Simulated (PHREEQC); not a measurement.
PHREEQC input (ion-association model, phreeqc.dat):

```
SOLUTION 0
  temp 25
  units mmol/kgw
  pH 7 charge
  Cl 129.01
  K 83
  Cd 23
  O(0) 1 O2(g) -0.68
SOLUTION 1-30
  temp 25
  units mmol/kgw
  pH 7 charge
  Cl 1.98
  K 0.79
  Mg 0.59
  O(0) 1 O2(g) -0.68
END
EXCHANGE 1-30
  X 0.2
  -equilibrate 1
END
SELECTED_OUTPUT 1
  -reset false
  -pH true
  -pe true
  -ionic_strength true
  -water true
  -step true
  -totals Cd Cl K Mg
  -molalities KX MgX2 CdX2
  -saturation_indices Sylvite Cd(OH)2
PRINT
  -reset false
TRANSPORT
  -cells 30
  -shifts 180
  -lengths 0.0166667
  -time_step 3600
  -dispersivities 0.04
  -boundary_conditions flux flux
  -correct_disp true
  -punch_cells 30
  -punch_frequency 6
END
```

Selected output (columns that matter, 24 of 31 rows; pore volumes added in front):

```
pore volumes	pH	mu	Cd	Cl	K	Mg	m_KX	m_MgX2	m_CdX2	si_Sylvite	si_Cd(OH)2
0	5.0224	0.00257	0	0.00198	0.00079	0.00059	0.015685	0.092157	0	-6.7544	-1000
0.2167	5.0224	0.0025716	0	0.0019811	0.00079029	0.00059043	0.015685	0.092157	0	-6.754	-1000
0.6167	5.0573	0.028508	7.3765e-10	0.02	0.0029743	0.008508	0.015556	0.092222	6.1355e-09	-5.2685	-13.26
0.8167	5.0756	0.070889	7.5264e-05	0.048905	0.0047097	0.022018	0.01531	0.092186	0.00015886	-4.7429	-8.5064
1.0167	5.0829	0.10985	0.0018983	0.077243	0.0058468	0.033795	0.015193	0.090415	0.0019881	-4.4947	-7.2554
1.4167	5.0796	0.1443	0.010823	0.11165	0.0084245	0.040784	0.01913	0.083327	0.0071074	-4.2328	-6.6251
1.6167	5.0764	0.14793	0.014609	0.11955	0.011069	0.039627	0.024765	0.078593	0.0090247	-4.0993	-6.5178
1.8167	5.0737	0.14759	0.017406	0.12397	0.014819	0.037166	0.032996	0.073013	0.010489	-3.9659	-6.4537
2.0167	5.0715	0.14524	0.019384	0.12637	0.0195	0.034045	0.043377	0.066747	0.011564	-3.8436	-6.4131
2.4167	5.0682	0.1384	0.021696	0.1283	0.030548	0.027177	0.067921	0.053231	0.012808	-3.6461	-6.3692
2.6167	5.0671	0.13482	0.022333	0.12865	0.03636	0.023807	0.080752	0.046526	0.013098	-3.5694	-6.3579
2.8167	5.0661	0.13143	0.022756	0.12883	0.042057	0.020624	0.093226	0.040153	0.013234	-3.5051	-6.3506
3.2167	5.0647	0.12552	0.023196	0.12896	0.052496	0.015033	0.11571	0.028936	0.013211	-3.4063	-6.3438
3.4167	5.0642	0.12305	0.02329	0.12899	0.057054	0.012671	0.12533	0.024224	0.013114	-3.3689	-6.3428
3.6167	5.0637	0.12091	0.023334	0.129	0.061117	0.010601	0.13377	0.020124	0.012989	-3.3378	-6.3426
4.0167	5.0631	0.11751	0.023335	0.12901	0.067764	0.0072809	0.14731	0.013632	0.012715	-3.2907	-6.3437
4.2167	5.0629	0.1162	0.023313	0.12901	0.070401	0.005986	0.15256	0.011138	0.012583	-3.2732	-6.3446
4.4167	5.0627	0.1151	0.023283	0.12901	0.072633	0.0048999	0.15695	0.0090651	0.012461	-3.2588	-6.3456
4.6167	5.0626	0.1142	0.023251	0.12901	0.074506	0.0039959	0.16059	0.0073553	0.012351	-3.247	-6.3466
5.0167	5.0624	0.11285	0.023188	0.12901	0.077357	0.0026338	0.16604	0.004808	0.01217	-3.2295	-6.3484
5.2167	5.0623	0.11235	0.02316	0.12901	0.078419	0.0021307	0.16805	0.0038769	0.012099	-3.2232	-6.3491
5.4167	5.0622	0.11195	0.023135	0.12901	0.079289	0.0017205	0.16968	0.0031219	0.012038	-3.218	-6.3498
5.8167	5.0622	0.11135	0.023094	0.12901	0.080578	0.0011169	0.17207	0.0020182	0.011945	-3.2104	-6.3508
6.0167	5.0621	0.11114	0.023078	0.12901	0.081048	0.00089842	0.17294	0.0016208	0.01191	-3.2077	-6.3512
```
